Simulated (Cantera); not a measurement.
An isothermal, constant-pressure homogeneous reactor starts with C2H4 : H2 = 1 : 4 (molar parts), at 1375 K and 6000 Pa. Integrator tolerance rtol = 1e-08.

Computed with Cantera and GRI-Mech 3.0 (53 species, 325 reactions). GRI-Mech 3.0 was tuned for natural gas; its chemistry of ethylene as a main component is partial and can be far from experiment. GRI-Mech 3.0 stops at C3 and has no aromatics, soot or wall deposition, so with more carbon than oxygen in the feed, carbon stays in small species such as C2H2 where larger ones or solid carbon would form.

**Question.** What does this change do: C2H4 1 to 5.7 parts?

**Answer.** 
```tsv
quantity	before	after
x(C2H4) at 10.0 s	0.00848 (gas-phase equilibrium 0.00740)	0.0145 (gas-phase equilibrium 0.0135)
x(H2) at 10.0 s	0.826 (gas-phase equilibrium 0.793)	0.616 (gas-phase equilibrium 0.575)
x(C2H2) at 10.0 s	0.157 (gas-phase equilibrium 0.141)	0.360 (gas-phase equilibrium 0.354)
x(CH2) at 10.0 s	6.60e-11 (gas-phase equilibrium 2.03e-10)	9.13e-11 (gas-phase equilibrium 2.74e-10)
x(H) at 10.0 s	1.90e-5 (gas-phase equilibrium 1.25e-5)	1.50e-5 (gas-phase equilibrium 1.07e-5)
x(CH3) at 10.0 s	3.76e-6 (gas-phase equilibrium 1.85e-5)	4.75e-6 (gas-phase equilibrium 2.13e-5)
```

**Question.** What does this change do: H2 4 to 0.72 parts?

**Answer.** 
```tsv
quantity	before	after
x(C2H4) at 10.0 s	0.00848 (gas-phase equilibrium 0.00740)	0.0145 (gas-phase equilibrium 0.0134)
x(H2) at 10.0 s	0.826 (gas-phase equilibrium 0.793)	0.619 (gas-phase equilibrium 0.577)
x(C2H2) at 10.0 s	0.157 (gas-phase equilibrium 0.141)	0.357 (gas-phase equilibrium 0.352)
x(CH2) at 10.0 s	6.60e-11 (gas-phase equilibrium 2.03e-10)	9.13e-11 (gas-phase equilibrium 2.74e-10)
x(H) at 10.0 s	1.90e-5 (gas-phase equilibrium 1.25e-5)	1.51e-5 (gas-phase equilibrium 1.07e-5)
x(CH3) at 10.0 s	3.76e-6 (gas-phase equilibrium 1.85e-5)	4.76e-6 (gas-phase equilibrium 2.13e-5)
```

**Question.** What does this change do: H2 4 to 32 parts?

**Answer.** 
| quantity | before | after |
|---|---|---|
| x(C2H4) at 10.0 s | 0.00848 (gas-phase equilibrium 0.00740) | 0.00170 (gas-phase equilibrium 0.00102) |
| x(H2) at 10.0 s | 0.826 (gas-phase equilibrium 0.793) | 0.969 (gas-phase equilibrium 0.957) |
| x(C2H2) at 10.0 s | 0.157 (gas-phase equilibrium 0.141) | 0.0268 (gas-phase equilibrium 0.0161) |
| x(CH2) at 10.0 s | 6.60e-11 (gas-phase equilibrium 2.03e-10) | 1.51e-11 (gas-phase equilibrium 7.53e-11) |
| x(H) at 10.0 s | 1.90e-5 (gas-phase equilibrium 1.25e-5) | 2.18e-5 (gas-phase equilibrium 1.38e-5) |
| x(CH3) at 10.0 s | 3.76e-6 (gas-phase equilibrium 1.85e-5) | 8.86e-7 (gas-phase equilibrium 7.53e-6) |
